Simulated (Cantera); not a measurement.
## SiHCl3 + C2H4 + H2 (silicon carbide growth)

Charge: 1 mol SiHCl3, 0.0065 mol C2H4, 210 mol H2, at 90.0 mbar.

Equilibrium computed with Cantera from the NASA thermochemical tables; the gas is ideal and each condensed phase is pure. Candidate condensed phases: C, C6H6, C7H8, C8H18, Si, SiC; 109 gas species. Mutual solubility and eutectic melting of coexisting phases are not modelled. The tables' values for SiCl3 are old estimates; treat these amounts as uncertain. Gases not in the tables: Si2H6 and higher silanes. Rates play no part.

From 975 K to 1675 K the condensed part is Si(s) + SiC(s). The main Si-bearing gas is SiCl4 at 975 K and SiCl2 at 1675 K. The share of Si in condensed phases is highest at 1275 K (89.0 %) and lowest at 975 K (47.6 %).

```csv
T (K),x H2,x HCl,x SiCl4,x SiHCl3,x SiCl2,x H,x SiH2Cl2,n Si(s),n SiC(s)
975,0.992,0.00578,0.00114,0.00112,5.44e-5,3.80e-9,0.000115,0.464,0.0123
1075,0.989,0.0101,0.000427,0.000517,0.000203,4.86e-8,7.34e-5,0.713,0.0124
1175,0.987,0.0125,6.96e-5,0.000129,0.000364,4.06e-7,3.07e-5,0.851,0.0125
1275,0.986,0.0130,8.65e-6,2.64e-5,0.000447,2.44e-6,1.12e-5,0.877,0.0126
1375,0.986,0.0131,1.30e-6,6.23e-6,0.000500,1.13e-5,4.44e-6,0.876,0.0126
1475,0.986,0.0130,2.46e-7,1.76e-6,0.000542,4.29e-5,1.98e-6,0.870,0.0126
1575,0.986,0.0130,5.77e-8,5.85e-7,0.000579,0.000138,9.79e-7,0.862,0.0127
1675,0.986,0.0129,1.61e-8,2.21e-7,0.000610,0.000384,5.26e-7,0.853,0.0127
```
x: gas mole fraction; n: condensed amount in mol.
